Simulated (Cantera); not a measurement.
A perfectly stirred reactor is fed with 3.19 % CH4, 7.34 % O2, 80.7 % N2, 8.61 % H2O, 0.153 % H2, equivalence ratio 0.88, at 10.0 bar; it is adiabatic with a 775 K inlet, and is followed from long to short residence time, starting on the burning branch (τ in s: 0.056, 0.024, 0.01, 0.0045, 0.002, 0.00085, 0.00037, 0.00016, 6.8e-05, 2.9e-05).

Detailed kinetics in Cantera: GRI-Mech 3.0 (53 species, 325 reactions).

Problem. Predict: blow-out, bracketed by the residence times tried; x(CH4) at τ = 56.0 ms; x(O2) at τ = 56.0 ms; x(H2O) at τ = 56.0 ms; x(NO) at τ = 56.0 ms; x(CH3) at τ = 56.0 ms; x(CH4) at τ = 0.850 ms; x(O2) at τ = 0.850 ms; x(H2O) at τ = 0.850 ms.

Solution. 
- blow-out, bracketed by the residence times tried: burning at 10.0 ms, out at 4.50 ms
- x(CH4) at τ = 56.0 ms: 5.51e-5
- x(O2) at τ = 56.0 ms: 0.00921
- x(H2O) at τ = 56.0 ms: 0.151
- x(NO) at τ = 56.0 ms: 3.96e-7
- x(CH3) at τ = 56.0 ms: 5.25e-6
- x(CH4) at τ = 0.850 ms: 0.0319
- x(O2) at τ = 0.850 ms: 0.0734
- x(H2O) at τ = 0.850 ms: 0.0861
